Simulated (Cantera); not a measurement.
Feed: 1 mol FeS, 990 mol H2, 5.7 mol H2O, equilibrated at 1523.15 K and 1330 Pa.

Cantera equilibrium calculation (NASA polynomials, part measured and part estimated; ideal gas, pure solids and liquids). Candidate condensed phases: Fe, FeO, Fe(OH)2, Fe(OH)3, FeS, FeSO4, FeS2, Fe2O3, Fe2(SO4)3, Fe3O4, H2O, H2SO4, S; 22 gas species. The numbers say what is thermodynamically allowed, not how fast it happens.

Base state: H2 0.993, H2O 0.00572, H2S 0.000945, H 0.000200, SH 4.48e-5, Fe 1.83e-5 (mole fractions); condensed: Fe(γ).

**Question.** What changes in the equilibrium state with this change: FeS replaced by V2O3?

**Answer.** 
```json
[
 {"species": "H2", "before": "0.993", "after": "0.994"},
 {"species": "H2O", "before": "0.00572", "after": "0.00572"},
 {"species": "H", "before": "0.000200", "after": "0.000200"},
 {"species": "H2S", "before": "0.000945", "after": "0"},
 {"species": "SH", "before": "4.48e-5", "after": "0"},
 {"species": "Fe", "before": "1.83e-5", "after": "0"},
 {"species": "Fe(γ), mol", "before": "0.982", "after": "0"},
 {"species": "V2O3(s), mol", "before": "0", "after": "1.000"}
]
```
Condensed phases not in the tables: the oxides between V2O3 and V2O5 other than VO2. Further candidate phases: V, VO, V2O3, V2O4, V2O5.
